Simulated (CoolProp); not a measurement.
200 sccm (0 °C, 1 atm) of nitrogen bubbles through liquid methanol at 291.3 K and leaves saturated at a total pressure of 0.15 MPa (ideal gas phase). Each further row changes one setting.

Model: reference Helmholtz-energy equation of state, de Reuck 1993, in CoolProp.

```
case                      vapour pressure (kPa)  mole fraction of vapour  delivery (mg/min)  delivery (sccm)  change of delivery for a bath 1 K warmer (%)
------------------------  ---------------------  -----------------------  -----------------  ---------------  --------------------------------------------
as stated                                  11.8                        ?               24.4                ?                                             ?
bath temperature 296.3 K                      ?                    0.103               32.7             22.9                                           6.0
total pressure 0.3 MPa                     11.8                   0.0393                  ?                ?                                             ?
```

**Question.** Some entries are withheld; supply them.

**Answer.** 
- as stated, mole fraction of vapour: 0.0786
- as stated, delivery (sccm): 17.1
- as stated, change of delivery for a bath 1 K warmer (%): 6.1
- bath temperature 296.3 K, vapour pressure (kPa): 15.4
- total pressure 0.3 MPa, delivery (mg/min): 11.7
- total pressure 0.3 MPa, delivery (sccm): 8.18
- total pressure 0.3 MPa, change of delivery for a bath 1 K warmer (%): 5.8
